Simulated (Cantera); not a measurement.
Cantera run, input and output.

```python
import numpy as np
import cantera as ct

gas = ct.Solution("gri30.yaml")
gas.TPX = 1473, 1000000, {'C3H8': 1, 'O2': 9.43, 'N2': 72.6}
reactor = ct.IdealGasReactor(gas, energy="on", clone=False)
net = ct.ReactorNet([reactor])
net.rtol, net.atol = 1e-08, 1e-16
show = ['C3H8', 'O2', 'CH4', 'HO2', 'CO2']
times = np.geomspace(1e-05, 1, 11)

steps = ct.SolutionArray(gas, extra=["t"])
rows = []
print(f"{'t/s':>10s}{'T/K':>9s}{'P/Pa':>11s}" + "".join(f"{s:>11s}" for s in show))
for t in times:
    while net.time < t:
        t_next = net.step()
        steps.append(gas.state, t=t_next)
    rows.append([np.interp(t, steps.t, y) for y in (steps.T, steps.P, *steps(*show).X.T)])
    print(f"{t:10.3e}{rows[-1][0]:9.1f}{rows[-1][1]:11.4g}" + "".join(f"{x:11.3e}" for x in rows[-1][2:]))
rate = np.gradient(steps.T, steps.t)
print("integrator steps:", len(steps.t))
if steps.T.max() > steps.T[0] + 200:
    print(f"time of steepest temperature rise: {steps.t[rate.argmax()]:.4e} s")
gas.TPX = 1473, 1000000, {'C3H8': 1, 'O2': 9.43, 'N2': 72.6}
gas.equilibrate("UV")
print(f"equilibrium (UV): T = {gas.T:.1f} K  " + "  ".join(f"{s} {gas[s].X[0]:.3e}" for s in show))
```

It prints:

```
       t/s      T/K       P/Pa       C3H8         O2        CH4        HO2        CO2
 1.000e-05   1472.1  1.001e+06  1.064e-02  1.129e-01  1.030e-04  3.900e-05  8.309e-06
 3.162e-05   1523.2  1.046e+06  3.504e-03  1.049e-01  9.252e-04  3.155e-04  1.762e-04
 1.000e-04   2300.7  1.582e+06  5.941e-45  5.236e-02  1.700e-16  4.005e-06  3.512e-02
 3.162e-04   2301.8  1.583e+06  1.278e-48  5.230e-02  5.070e-18  3.921e-06  3.521e-02
 1.000e-03   2301.1  1.582e+06 -8.931e-52  5.218e-02  1.516e-20  3.907e-06  3.521e-02
 3.162e-03   2299.1  1.581e+06  3.136e-55  5.183e-02  1.796e-20  3.863e-06  3.522e-02
 1.000e-02   2293.9  1.577e+06  1.139e-54  5.092e-02  1.672e-20  3.751e-06  3.523e-02
 3.162e-02   2285.3  1.571e+06  3.111e-55  4.942e-02  1.481e-20  3.570e-06  3.525e-02
 1.000e-01   2280.8  1.568e+06  4.106e-55  4.863e-02  1.387e-20  3.476e-06  3.526e-02
 3.162e-01   2280.6  1.568e+06  6.660e-55  4.859e-02  1.384e-20  3.472e-06  3.526e-02
 1.000e+00   2280.6  1.568e+06  6.660e-55  4.859e-02  1.384e-20  3.472e-06  3.526e-02
integrator steps: 1721
time of steepest temperature rise: 3.7069e-05 s
equilibrium (UV): T = 2280.6 K  C3H8 1.289e-54  O2 4.859e-02  CH4 2.120e-20  HO2 3.472e-06  CO2 3.526e-02
```

Model: GRI-Mech 3.0 (53 species, 325 reactions), integrated in Cantera. GRI-Mech 3.0 was tuned for natural gas; its chemistry of propane as a main component is partial and can be far from experiment.
